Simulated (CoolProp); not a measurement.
Vapour-liquid equilibrium of CHF3 (R23) (1) + R134a (2) at -44.65 °C; x and y are mole fractions of (1).

Computed with CoolProp (multi-fluid Helmholtz-energy mixture model, Penoncello 2003 and Tillner-Roth 1994; pair parameters Bell 2016).

### Question
Give the bubble pressure and the first vapour's composition at x = 0.45, 0.55, 0.75. Is there an azeotrope?

### Answer
x = 0.45: 2.696 bar, y = 0.908; x = 0.55: 3.245 bar, y = 0.936; x = 0.75: 4.394 bar, y = 0.972. No azeotrope shows between x = 0.05 and 0.95.

Pair parameters are fitted to limited data, so mixtures are less certain than the pure fluids.
